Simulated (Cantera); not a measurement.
What does this Cantera script print?

```python
import numpy as np
import cantera as ct

gas = ct.Solution("gri30.yaml")
gas.TP = 300, 100000
flame = ct.CounterflowDiffusionFlame(gas, width=0.02)
flame.fuel_inlet.X, flame.fuel_inlet.T = {'CO': 1, 'H2': 0.12, 'N2': 0.55}, 400
flame.oxidizer_inlet.X, flame.oxidizer_inlet.T = {'O2': 0.24, 'N2': 0.76}, 323
flame.set_refine_criteria(ratio=3, slope=0.12, curve=0.24, prune=0.03)
show = ['OH', 'H', 'NO', 'CO']

rows = []
print(f"{'mdot':>8s}{'a_max':>10s}{'a_mean':>10s}{'Tmax/K':>9s}" + "".join(f"{s:>11s}" for s in show) + "   (peak mole fractions)")
for i, mdot in enumerate([0.6, 0.96, 1.5, 2.5, 3.9, 6.3, 10]):  # kg/m2/s on the oxidiser side
    flame.oxidizer_inlet.mdot, flame.fuel_inlet.mdot = mdot, 0.75 * mdot
    flame.solve(loglevel=0, auto=(i == 0))
    if flame.T.max() < max(400, 323) + 100:
        print(f"{mdot:8.3g}  no burning solution found from the previous one")
        break
    dT = np.abs(np.gradient(flame.T, flame.grid))
    rows.append([flame.strain_rate("max"), flame.strain_rate("mean"), flame.T.max(),
                 *(flame.X[gas.species_index(s)].max() for s in show), max(dT[0], dT[-1]) / dT.max()])
    print(f"{mdot:8.3g}{rows[-1][0]:10.1f}{rows[-1][1]:10.1f}{rows[-1][2]:9.1f}" + "".join(f"{x:11.3e}" for x in rows[-1][3:-1]))
```

Output:

```
    mdot     a_max    a_mean   Tmax/K         OH          H         NO         CO   (peak mole fractions)
     0.6     222.5      56.4   1945.7  5.073e-03  6.872e-03  7.360e-05  6.017e-01
    0.96     342.9      90.3   1888.0  5.053e-03  8.127e-03  5.759e-05  6.015e-01
     1.5     520.5     141.1   1830.1  4.928e-03  9.398e-03  4.747e-05  6.014e-01
     2.5     843.2     235.1   1758.7  4.670e-03  1.089e-02  3.827e-05  6.012e-01
     3.9    1282.4     366.8   1691.1  4.283e-03  1.205e-02  3.083e-05  6.012e-01
     6.3    2014.6     592.5   1606.4  3.746e-03  1.276e-02  2.245e-05  6.012e-01
      10    3093.4     940.6   1502.3  2.960e-03  1.210e-02  1.331e-05  6.012e-01
```

Detailed kinetics in Cantera: GRI-Mech 3.0 (53 species, 325 reactions). The maximum strain rate includes the flame's own expansion and is several times the mean.
